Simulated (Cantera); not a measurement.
What does this Cantera script print?

```python
import numpy as np
import cantera as ct

gas = ct.Solution("gri30.yaml")
gas.TPX = 1275, 470000, {'CH2O': 0.01, 'O2': 0.043, 'N2': 1}
reactor = ct.IdealGasConstPressureReactor(gas, energy="off", clone=False)
net = ct.ReactorNet([reactor])
net.rtol, net.atol = 1e-08, 1e-18
show = ['CH2O', 'O2', 'H2O', 'C2H', 'C2H4']
times = np.geomspace(1e-06, 8, 13)

steps = ct.SolutionArray(gas, extra=["t"])
rows = []
print(f"{'t/s':>10s}{'T/K':>9s}{'P/Pa':>11s}" + "".join(f"{s:>11s}" for s in show))
for t in times:
    while net.time < t:
        t_next = net.step()
        steps.append(gas.state, t=t_next)
    rows.append([np.interp(t, steps.t, y) for y in (steps.T, steps.P, *steps(*show).X.T)])
    print(f"{t:10.3e}{rows[-1][0]:9.1f}{rows[-1][1]:11.4g}" + "".join(f"{x:11.3e}" for x in rows[-1][2:]))
rate = np.gradient(steps.T, steps.t)
print("integrator steps:", len(steps.t))
if steps.T.max() > steps.T[0] + 200:
    print(f"time of steepest temperature rise: {steps.t[rate.argmax()]:.4e} s")
gas.TPX = 1275, 470000, {'CH2O': 0.01, 'O2': 0.043, 'N2': 1}
gas.equilibrate("TP")
print(f"equilibrium (TP): T = {gas.T:.1f} K  " + "  ".join(f"{s} {gas[s].X[0]:.3e}" for s in show))
```

It prints:

```
       t/s      T/K       P/Pa       CH2O         O2        H2O        C2H       C2H4
 1.000e-06   1275.0    4.7e+05  9.496e-03  4.084e-02  6.678e-09  2.918e-34  2.385e-27
 3.761e-06   1275.0    4.7e+05  9.495e-03  4.083e-02  5.725e-08  3.132e-33  7.177e-26
 1.414e-05   1275.0    4.7e+05  9.488e-03  4.083e-02  9.467e-07  1.439e-31  6.182e-24
 5.318e-05   1275.0    4.7e+05  9.374e-03  4.074e-02  4.183e-05  4.113e-28  1.939e-20
 2.000e-04   1275.0    4.7e+05  3.861e-03  3.810e-02  3.895e-03  1.845e-22  2.716e-16
 7.521e-04   1275.0    4.7e+05  7.105e-12  3.447e-02  9.359e-03  3.595e-24  3.178e-21
 2.828e-03   1275.0    4.7e+05  7.712e-13  3.269e-02  9.453e-03  2.596e-28 -3.600e-25
 1.064e-02   1275.0    4.7e+05  9.064e-15  3.156e-02  9.485e-03  2.460e-31 -1.550e-29
 4.000e-02   1275.0    4.7e+05  7.750e-18  3.135e-02  9.494e-03  8.124e-33  5.565e-29
 1.504e-01   1275.0    4.7e+05 -1.221e-18  3.134e-02  9.496e-03  3.762e-34  1.137e-28
 5.657e-01   1275.0    4.7e+05  5.077e-21  3.134e-02  9.496e-03  7.240e-35  3.486e-32
 2.127e+00   1275.0    4.7e+05  6.989e-24  3.134e-02  9.496e-03  5.977e-35  2.823e-37
 8.000e+00   1275.0    4.7e+05  6.998e-24  3.134e-02  9.496e-03  5.490e-35  2.608e-37
integrator steps: 1971
equilibrium (TP): T = 1275.0 K  CH2O 7.012e-24  O2 3.127e-02  H2O 9.496e-03  C2H 5.700e-55  C2H4 4.397e-57
```

Computed with Cantera and GRI-Mech 3.0 (53 species, 325 reactions).
